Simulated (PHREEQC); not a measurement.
**Copper plating or etch bath (model solution)**

Solution (25 °C): 0.0043 mol/kgw Cu(BF4)2 and 0.031 mol/kgw H2SO4. Closed to the air; pH follows from the charge balance.

Model: ion-association model, wateq4f.dat, run in PHREEQC.

This is a speciation only: nothing precipitates in the calculation.

Problem. Estimate the pH, ionic strength.

Solution. pH 1.46; ionic strength 0.0608 mol/kgw.

Problem. In which forms is Cu present?

Solution. Cu+2 70 %, CuSO4 30 % of the Cu.

Real BF4- forms and hydrolyses slowly; the run takes it at equilibrium.
